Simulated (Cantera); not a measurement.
# Counterflow diffusion flame

A counterflow diffusion flame at 100000 Pa, nozzles 20 mm apart: fuel side 100 % C₃H₈ at 550 K, oxidiser side 25.0 % O₂, 75.0 % N₂ at 698 K, fuel mass flux 1.5 times the oxidiser's; mixture-averaged transport, no radiation.

Model: GRI-Mech 3.0 (53 species, 325 reactions), integrated in Cantera. GRI-Mech 3.0 was tuned for natural gas; its chemistry of propane as a main component is partial and can be far from experiment. GRI-Mech 3.0 has no aromatics or soot, which form on the fuel side of real flames. The maximum strain rate includes the flame's own expansion and is several times the mean.

```csv
oxidiser flux (kg/m²/s),max strain (1/s),mean strain (1/s),T max (K),peak x OH,peak x H,peak x NO,peak x CO,peak x C₂H₂
0.25,273,44.5,2342,0.0135,0.00654,0.000607,0.105,0.0580
0.34,363,60.5,2322,0.0136,0.00690,0.000552,0.103,0.0568
0.45,472,80.0,2303,0.0135,0.00722,0.000508,0.102,0.0554
0.61,626,108,2284,0.0134,0.00757,0.000465,0.101,0.0538
0.82,824,146,2266,0.0133,0.00791,0.000426,0.0994,0.0522
1.1,1080,196,2249,0.0132,0.00827,0.000389,0.0983,0.0507
1.5,1450,267,2229,0.0130,0.00861,0.000347,0.0972,0.0488
2,1890,356,2209,0.0127,0.00888,0.000306,0.0964,0.0467
2.7,2490,480,2184,0.0123,0.00909,0.000261,0.0957,0.0442
3.6,3240,640,2158,0.0118,0.00922,0.000218,0.0955,0.0416
```
x: mole fraction; the columns are a selection and need not sum to one.
